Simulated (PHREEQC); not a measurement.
**Copper plating or etch bath**

Consider water at 25 °C with 0.46 mol CuCl2, 0.0135 mol H2SO4 and 0.00034 mol KCl per kg of water. Closed to the air; pH follows from the charge balance.

Computed with PHREEQC (ion-association model, phreeqc.dat).

This is a speciation only: nothing precipitates in the calculation.

Task: What pH, ionic strength does the model give?

Result: pH 1.73; ionic strength 1.09 mol/kgw.

Task: In which forms is Cl present?

Result: Cl- 83 %, CuCl+ 14 %, CuCl2 3.2 % of the Cl.

Caution: at this ionic strength the ion-association model is outside its range; a Pitzer model would be the better tool where its parameters exist.
